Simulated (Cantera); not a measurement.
Feed: 1 mol Si2Cl6, 25 mol NH3, 1 mol N2, equilibrated at 12.0 Pa.

Method: chemical equilibrium by Gibbs-energy minimisation in Cantera with the NASA 1993 tables (ideal gas, pure condensed phases). Candidate condensed phases: NH4Cl, Si, Si3N4; 28 gas species. The feed counts by its element totals alone. The tables' values for SiCl, SiN are old estimates; treat these amounts as uncertain. Gases not in the tables: Si2H6 and higher silanes. The numbers say what is thermodynamically allowed, not how fast it happens.

x: gas mole fraction; nothing condenses.

| T (°C) | x H2 | x N2 | x H | x HCl | x Si | x Cl | x SiCl2 |
|---|---|---|---|---|---|---|---|
| 1502 | 0.631 | 0.243 | 0.0210 | 0.0671 | 0.0152 | 0.00171 | 0.0189 |
| 1552 | 0.615 | 0.240 | 0.0315 | 0.0745 | 0.0197 | 0.00291 | 0.0140 |
| 1602 | 0.596 | 0.237 | 0.0462 | 0.0803 | 0.0237 | 0.00471 | 0.00950 |
| 1652 | 0.575 | 0.234 | 0.0662 | 0.0835 | 0.0270 | 0.00723 | 0.00591 |
| 1702 | 0.550 | 0.230 | ? | 0.0836 | 0.0291 | ? | ? |
| 1752 | 0.520 | 0.225 | ? | 0.0806 | 0.0302 | ? | ? |
| 1802 | 0.485 | 0.219 | 0.169 | 0.0752 | 0.0305 | 0.0194 | 0.000922 |

Problem. Some entries are withheld; supply them.

Solution. 
- 1752, x H: 0.127
- 1752, x Cl: 0.0146
- 1752, x SiCl2: 0.00181
- 1702, x H: 0.0926
- 1702, x Cl: 0.0105
- 1702, x SiCl2: 0.00339
